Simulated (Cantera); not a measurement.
# Ignition delay

Mixture: 9.61 % CO, 9.13 % H2, 7.40 % CH4, 13.4 % O2, 60.4 % N2, at 100000 Pa, adiabatic and at constant pressure. Ignition delay is the time to a rise of 400 K.

Cantera simulation using GRI-Mech 3.0 (53 species, 325 reactions); the numbers are that mechanism's predictions, not measurements.

```json
[
 {"T0 (K)": "1075", "delay (ms)": "3.58"},
 {"T0 (K)": "1175", "delay (ms)": "1.42"},
 {"T0 (K)": "1275", "delay (ms)": "0.631"},
 {"T0 (K)": "1375", "delay (ms)": "0.310"},
 {"T0 (K)": "1475", "delay (ms)": "0.168"},
 {"T0 (K)": "1575", "delay (ms)": "0.0997"},
 {"T0 (K)": "1675", "delay (ms)": "0.0633"},
 {"T0 (K)": "1775", "delay (ms)": "0.0423"},
 {"T0 (K)": "1875", "delay (ms)": "0.0292"}
]
```

| Quantity | Result |
|---|---|
| apparent activation energy between 1675 and 1875 K | 100 kJ/mol |
